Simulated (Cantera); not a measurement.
Cantera run, input and output.

```python
import numpy as np
import cantera as ct

gas = ct.Solution("gri30.yaml")
gas.TPX = 1100, 110000, {'N2O': 1, 'N2': 8}
inlet = ct.Reservoir(gas, clone=True)

reactor = ct.IdealGasConstPressureReactor(gas, energy="off", clone=False)
exhaust = ct.Reservoir(gas, clone=True)
tau = [3, 1.2, 0.45, 0.17, 0.067, 0.026, 0.01, 0.0039, 0.0015, 0.00057, 0.00022][0]
for a, b in ((inlet, reactor), (reactor, exhaust)):
    ct.MassFlowController(a, b, mdot=lambda t: reactor.mass / tau)
net = ct.ReactorNet([reactor])
show = ['N2O', 'NO2', 'NO', 'N2', 'O', 'O2']

rows = []
print(f"{'tau/s':>10s}{'T/K':>9s}" + "".join(f"{s:>11s}" for s in show))
for tau in [3, 1.2, 0.45, 0.17, 0.067, 0.026, 0.01, 0.0039, 0.0015, 0.00057, 0.00022]:
    net.initial_time = 0.0
    net.advance(30 * tau)
    before = gas.X
    net.advance(40 * tau)
    drift = np.max(np.abs(gas.X - before) / (gas.X + 1e-9))
    rows.append([gas.T, *gas[show].X, drift])
    print(f"{tau:10.3e}{gas.T:9.1f}" + "".join(f"{x:11.3e}" for x in gas[show].X))
```

Output:

```
     tau/s      T/K        N2O        NO2         NO         N2          O         O2
 3.000e+00   1100.0  9.001e-02  1.824e-05  1.240e-03  8.994e-01  2.657e-07  9.357e-03
 1.200e+00   1100.0  1.012e-01  8.673e-06  6.079e-04  8.938e-01  2.892e-07  4.368e-03
 4.500e-01   1100.0  1.071e-01  3.325e-06  2.519e-04  8.909e-01  3.018e-07  1.767e-03
 1.700e-01   1100.0  1.096e-01  1.094e-06  9.920e-05  8.897e-01  3.069e-07  6.879e-04
 6.700e-02   1100.0  1.105e-01  3.115e-07  3.978e-05  8.892e-01  3.086e-07  2.741e-04
 2.600e-02   1100.0  1.109e-01  6.935e-08  1.555e-05  8.890e-01  3.088e-07  1.067e-04
 1.000e-02   1100.0  1.110e-01  1.251e-08  5.982e-06  8.889e-01  3.077e-07  4.094e-05
 3.900e-03   1100.0  1.111e-01  2.040e-09  2.312e-06  8.889e-01  3.045e-07  1.581e-05
 1.500e-03   1100.0  1.111e-01  2.967e-10  8.657e-07  8.889e-01  2.962e-07  5.914e-06
 5.700e-04   1100.0  1.111e-01  3.779e-11  3.068e-07  8.889e-01  2.761e-07  2.095e-06
 2.200e-04   1100.0  1.111e-01  4.108e-12  1.009e-07  8.889e-01  2.352e-07  6.889e-07
```

Cantera simulation using GRI-Mech 3.0 (53 species, 325 reactions); the numbers are that mechanism's predictions, not measurements. GRI-Mech 3.0 was tuned for natural gas; its chemistry of N2O as a main component is partial and can be far from experiment. The mechanism lacks the step 2 NO + O2 → 2 NO2, which can matter for NO2 below about 1400 K. The temperature is held fixed by assumption; the heat of reaction is taken as removed at once.
